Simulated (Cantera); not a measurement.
## Ammonia decomposition in nitride growth gas

An isothermal, constant-pressure homogeneous reactor starts with 12.8 % NH3, 79.1 % H2, 8.16 % N2, at 1775 K and 165 Torr.

Model: the gas-phase N/H chemistry of the illustrative SiF4/NH3 mechanism in the Surface Chemkin manual (1991), integrated in Cantera. Walls and surfaces, which speed up NH3 decomposition in real reactors, are not modelled.

```json
[
 {"t (s)": "2.00e-5", "x NH3": "0.128", "x H2": "0.791", "x NH2": "2.36e-7", "x N2H4": "<1e-12", "x H": "5.35e-7", "x NH": "6.78e-12", "x N2": "0.0816"},
 {"t (s)": "7.43e-5", "x NH3": "0.128", "x H2": "0.791", "x NH2": "8.60e-7", "x N2H4": "<1e-12", "x H": "2.00e-6", "x NH": "1.05e-10", "x N2": "0.0816"},
 {"t (s)": "0.000276", "x NH3": "0.128", "x H2": "0.791", "x NH2": "3.18e-6", "x N2H4": "8.06e-12", "x H": "7.45e-6", "x NH": "1.49e-9", "x N2": "0.0816"},
 {"t (s)": "0.00102", "x NH3": "0.128", "x H2": "0.791", "x NH2": "1.18e-5", "x N2H4": "1.12e-10", "x H": "2.76e-5", "x NH": "2.06e-8", "x N2": "0.0816"},
 {"t (s)": "0.00381", "x NH3": "0.127", "x H2": "0.791", "x NH2": "4.22e-5", "x N2H4": "1.44e-9", "x H": "9.91e-5", "x NH": "2.65e-7", "x N2": "0.0816"},
 {"t (s)": "0.0141", "x NH3": "0.127", "x H2": "0.791", "x NH2": "9.24e-5", "x N2H4": "6.87e-9", "x H": "0.000217", "x NH": "1.26e-6", "x N2": "0.0817"},
 {"t (s)": "0.0525", "x NH3": "0.126", "x H2": "0.792", "x NH2": "9.48e-5", "x N2H4": "7.24e-9", "x H": "0.000226", "x NH": "1.35e-6", "x N2": "0.0823"},
 {"t (s)": "0.195", "x NH3": "0.120", "x H2": "0.795", "x NH2": "9.20e-5", "x N2H4": "6.81e-9", "x H": "0.000230", "x NH": "1.32e-6", "x N2": "0.0843"},
 {"t (s)": "0.725", "x NH3": "0.103", "x H2": "0.806", "x NH2": "8.23e-5", "x N2H4": "5.46e-9", "x H": "0.000245", "x NH": "1.25e-6", "x N2": "0.0909"},
 {"t (s)": "2.69", "x NH3": "0.0600", "x H2": "0.833", "x NH2": "5.64e-5", "x N2H4": "2.56e-9", "x H": "0.000296", "x NH": "1.00e-6", "x N2": "0.107"},
 {"t (s)": "10.0", "x NH3": "0.0139", "x H2": "0.862", "x NH2": "1.88e-5", "x N2H4": "2.85e-10", "x H": "0.000443", "x NH": "4.85e-7", "x N2": "0.124"}
]
```
x: mole fraction; the columns are a selection and need not sum to one.

Equilibrium at this temperature and pressure: NH3 1.96e-6, H2 0.870, NH2 3.44e-9, N2H4 <1e-12, H 0.000580, NH 1.15e-10, N2 0.129 (gas phase only).
